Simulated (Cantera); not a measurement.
A perfectly stirred reactor is fed with 10.4 % CH₄, 18.8 % O₂, 70.8 % N₂, at 15.8 atm; it is adiabatic with a 300 K inlet, and is followed from long to short residence time, starting on the burning branch (τ in s: 0.027, 0.013, 0.0064, 0.0031, 0.0015, 0.00076, 0.00037, 0.00018, 8.9e-05, 4.4e-05, 2.1e-05, 1.1e-05, 5.2e-06).

Model: GRI-Mech 3.0 (53 species, 325 reactions), integrated in Cantera. The pressure lies above the range GRI-Mech 3.0 was tuned for (to about 10 atm).

Q: Predict: blow-out, bracketed by the residence times tried; x(CH₄) at τ = 27.0 ms; x(O₂) at τ = 27.0 ms; x(N₂O) at τ = 27.0 ms; x(C₂H₂) at τ = 27.0 ms; x(O) at τ = 27.0 ms; x(CH₄) at τ = 0.370 ms; x(O₂) at τ = 0.370 ms; x(N₂O) at τ = 0.370 ms; x(C₂H₂) at τ = 0.370 ms; x(O) at τ = 0.370 ms.

A: 
```json
{
 "blow_out_bracketed_by_the_residence_times_tried": "burning at 89.0 µs, out at 44.0 µs",
 "x(CH₄) at τ = 27.0 ms": "2.11e-5",
 "x(O₂) at τ = 27.0 ms": "0.000143",
 "x(N₂O) at τ = 27.0 ms": "4.80e-8",
 "x(C₂H₂) at τ = 27.0 ms": "1.35e-7",
 "x(O) at τ = 27.0 ms": "8.15e-6",
 "x(CH₄) at τ = 0.370 ms": "0.000237",
 "x(O₂) at τ = 0.370 ms": "0.00258",
 "x(N₂O) at τ = 0.370 ms": "2.15e-7",
 "x(C₂H₂) at τ = 0.370 ms": "7.88e-6",
 "x(O) at τ = 0.370 ms": "7.84e-5"
}
```
